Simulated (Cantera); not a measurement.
A closed system holds: 1 mol SiH₂Cl₂, 10 mol N₂O, 21 mol N₂, 0.076 mol O₃, equilibrated at 24.8 Torr.

Equilibrium computed with Cantera from the NASA thermochemical tables; the gas is ideal and each condensed phase is pure. Candidate condensed phases: H₂O, NH₄Cl, Si, SiO₂, Si₂N₂O, Si₃N₄; 47 gas species. The tables hold silica as quartz up to 1696 K and as liquid above; real silica turns to tridymite and cristobalite and melts near 1996 K. Kinetics and transport are ignored.

log p: log10 of the partial pressure in bar; n: condensed amount in mol.

```tsv
T (K)	log p N₂	log p O₂	log p HCl	log p Cl	log p H₂O	log p Cl₂	n SiO₂(α-quartz)	n SiO₂(β-quartz)	n SiO₂(condensed)
675	-1.56	-2.47	-3.15	-8.15	-3.26	-3.26	1.00	0	0
775	-1.56	-2.46	-3.00	-6.99	-3.40	-3.40	1.00	0	0
875	-1.56	-2.45	-2.92	-6.11	-3.54	-3.54	0	1.00	0
975	-1.56	-2.45	-2.87	-5.42	-3.67	-3.68	0	1.00	0
1075	-1.56	-2.45	-2.84	-4.86	-3.78	-3.80	0	1.00	0
1175	-1.56	-2.44	-2.82	-4.41	-3.86	-3.93	0	1.00	0
1275	-1.56	-2.44	-2.82	-4.05	-3.90	-4.09	0	1.00	0
1375	-1.56	-2.45	-2.82	-3.78	-3.88	-4.30	0	1.00	0
1475	-1.56	-2.45	-2.84	(withheld)	(withheld)	(withheld)	0	1.00	0
1575	-1.56	-2.45	-2.86	(withheld)	(withheld)	(withheld)	0	1.00	0
1675	-1.56	-2.46	-2.89	-3.33	-3.62	-5.11	0	1.00	0
1775	-1.56	-2.46	-2.93	-3.24	-3.54	-5.37	0	0	1.000
1875	-1.56	-2.47	-2.97	-3.16	-3.48	-5.62	0	0	1.000
1975	-1.56	-2.48	-3.01	-3.10	-3.42	-5.85	0	0	1.000
```

**Question.** What belongs in the gaps?

**Answer.** 
- 1575, log p Cl: -3.44
- 1575, log p H₂O: -3.71
- 1575, log p Cl₂: -4.84
- 1475, log p Cl: -3.59
- 1475, log p H₂O: -3.81
- 1475, log p Cl₂: -4.56
